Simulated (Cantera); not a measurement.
What does this Cantera script print?

```python
import numpy as np
import cantera as ct

gas_names = """
    B BCL BCL2 BCL3 BH BH2 BH3 BO BOCL BO2 B2 B2O B2O2 B2O3 B3O3CL3 B3O3H3 CL CLO CL2 H HBO HBO2 HCL
    HOCL HO2 H2 H2O H2O2 H3B3O6 O OH O2 O3
""".split()
cond_names = """
    B(b) B(L) B2O3(L) B3O3H3(cr) H2O(s) H2O(L)
""".split()


# ... load() reads the species with a 1 bar reference pressure and builds the phases ...
atoms = {
    'BCl3': {'B': 1, 'CL': 3},
    'H2O': {'H': 2, 'O': 1},
    'H2': {'H': 2},
}
top_T = {}  # K; cautious upper limits of use, not melting points


# ... equilibrate(T, P, feed) seeds the gas with the atoms and calls Mixture.equilibrate('TP', solver="vcs", rtol=1e-11, max_steps=5000) ...
results = []
feed = {'BCl3': 1, 'H2O': 16, 'H2': 44}  # mol
P = 4400  # Pa
for T in [1298, 1323, 1348, 1373, 1398, 1423, 1448, 1473, 1498]:
    mix = equilibrate(T, P, feed)
    results.append((T, P, feed, dict(zip(mix.species_names, mix.species_moles))))
    x = sorted(zip(gas.X, gas.species_names), reverse=True)
    print(f"T = {T:g} K  P = {P:g} Pa  gas = {mix.phase_moles(0):.4g} mol")
    print("   x: " + "  ".join(f"{s} {v:.3e}" for v, s in x if v > 1e-05))
    print("   condensed (mol): " + ("  ".join(f"{mix.phase(i).name} {mix.phase_moles(i):.4g}"
          for i in range(1, mix.n_phases) if mix.phase_moles(i) > 1e-12) or "none"))
```

Result:

```
T = 1298 K  P = 4400 Pa  gas = 61.71 mol
   x: H2 7.130e-01  H2O 2.312e-01  HCL 4.862e-02  HBO2 6.888e-03  H3B3O6 1.935e-04
   condensed (mol): B2O3(L) 0.2692
T = 1323 K  P = 4400 Pa  gas = 61.78 mol
   x: H2 7.122e-01  H2O 2.298e-01  HCL 4.856e-02  HBO2 9.227e-03  H3B3O6 1.769e-04
   condensed (mol): B2O3(L) 0.1979
T = 1348 K  P = 4400 Pa  gas = 61.87 mol
   x: H2 7.111e-01  H2O 2.280e-01  HCL 4.848e-02  HBO2 1.221e-02  H3B3O6 1.617e-04  B2O3 1.518e-05
   condensed (mol): B2O3(L) 0.1062
T = 1373 K  P = 4400 Pa  gas = 61.98 mol
   x: H2 7.099e-01  H2O 2.259e-01  HCL 4.840e-02  HBO2 1.565e-02  H3B3O6 1.394e-04  B2O3 2.736e-05  H 1.338e-05  HBO 1.134e-05
   condensed (mol): none
T = 1398 K  P = 4400 Pa  gas = 61.99 mol
   x: H2 7.097e-01  H2O 2.259e-01  HCL 4.839e-02  HBO2 1.587e-02  H3B3O6 6.153e-05  B2O3 3.048e-05  H 1.900e-05  HBO 1.379e-05
   condensed (mol): none
T = 1423 K  P = 4400 Pa  gas = 62 mol
   x: H2 7.097e-01  H2O 2.259e-01  HCL 4.839e-02  HBO2 1.596e-02  B2O3 3.332e-05  H3B3O6 2.735e-05  H 2.668e-05  HBO 1.654e-05
   condensed (mol): none
T = 1448 K  P = 4400 Pa  gas = 62 mol
   x: H2 7.096e-01  H2O 2.259e-01  HCL 4.838e-02  HBO2 1.600e-02  H 3.702e-05  B2O3 3.606e-05  HBO 1.964e-05  H3B3O6 1.239e-05
   condensed (mol): none
T = 1473 K  P = 4400 Pa  gas = 62 mol
   x: H2 7.096e-01  H2O 2.259e-01  HCL 4.838e-02  HBO2 1.601e-02  H 5.081e-05  B2O3 3.881e-05  HBO 2.315e-05
   condensed (mol): none
T = 1498 K  P = 4400 Pa  gas = 62 mol
   x: H2 7.096e-01  H2O 2.259e-01  HCL 4.838e-02  HBO2 1.601e-02  H 6.901e-05  B2O3 4.162e-05  HBO 2.711e-05
   condensed (mol): none
```

Cantera equilibrium calculation (NASA polynomials, part measured and part estimated; ideal gas, pure solids and liquids). Gases not in the tables: H3BO3.
